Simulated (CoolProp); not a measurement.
A single-stage vapour-compression cycle with n-butane: evaporating at 276.15 K (dew point), condensing at 299.15 K (bubble point), superheat 5 K, subcooling 5 K, compressor efficiency 0.9, no pressure losses. Each further row changes one setting.

The numbers come from the reference Helmholtz-energy equation of state, Bücker 2006 in CoolProp.

```csv
case,cooling COP,pressure ratio,discharge temperature (K),refrigerating effect (kJ/kg),volumetric capacity (kJ/m³)
as stated,10.3,2.17,304.4,348,1040
evaporating temperature 281.15 K,13.6,1.81,304.1,355,1260
condensing temperature 294.15 K,13.4,1.86,299.6,360,1080
subcooling 10 K,10.6,2.17,304.4,360,1080
superheat 15 K,10.3,2.17,314.4,365,1050
compressor efficiency 0.8,9.12,2.17,306.7,348,1040
```
